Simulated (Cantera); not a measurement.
A closed system holds: 1 mol SiF4, 0.0087 mol C3H8, 1300 mol H2, a varied amount of C2H2, at 925 °C and 2.30 mbar.

These are equilibrium values from Cantera (NASA tables, ideal gas, pure condensed phases), not measurements of a reactor. Candidate condensed phases: C, C6H6, C7H8, C8H18, Si, SiC; 113 gas species. Equilibrium is a limit: real reactors are often held back by kinetics, nucleation or transport.

Task: Which condensed phases are stable at each of these points (n(C2H2) (mol)): 0.0081, 0.015, 0.028, 0.051, 0.094, 0.17, 0.32, 0.59, 1.1?

Result: 
| n(C2H2) (mol) | condensed phases | Si condensed (%) |
|---|---|---|
| 0.0081 | SiC(s) | 4.2 |
| 0.015 | SiC(s) | 5.5 |
| 0.028 | SiC(s) | 8.1 |
| 0.051 | SiC(s) | 12.5 |
| 0.094 | SiC(s) | 20.2 |
| 0.17 | C(graphite) + SiC(s) | 29.2 |
| 0.32 | C(graphite) + SiC(s) | 29.2 |
| 0.59 | C(graphite) + SiC(s) | 29.2 |
| 1.1 | C(graphite) + SiC(s) | 29.2 |

From 0.0081 mol C2H2 to 0.094 mol C2H2 the condensed part is SiC(s). From 0.17 mol C2H2 to 1.1 mol C2H2 the condensed part is C(graphite) + SiC(s).
